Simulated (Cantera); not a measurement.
A perfectly stirred reactor is fed with NO : N₂ = 1 : 1.8 (molar parts), at 100000 Pa; it is held at 2025 K, and followed from long to short residence time.

Model: GRI-Mech 3.0 (53 species, 325 reactions), integrated in Cantera.

One state of this run: x NO = 0.353; x O = 7.57e-5; x NO₂ = 0.000109; x N₂O = 5.79e-5; x O₂ = 0.00189. x: mole fraction; the columns are a selection and need not sum to one.

Problem. Which value of τ (s) does it belong to?
(A) 1.6
(B) 0.052
(C) 0.0093
(D) 3.8

Solution. C, 0.0093
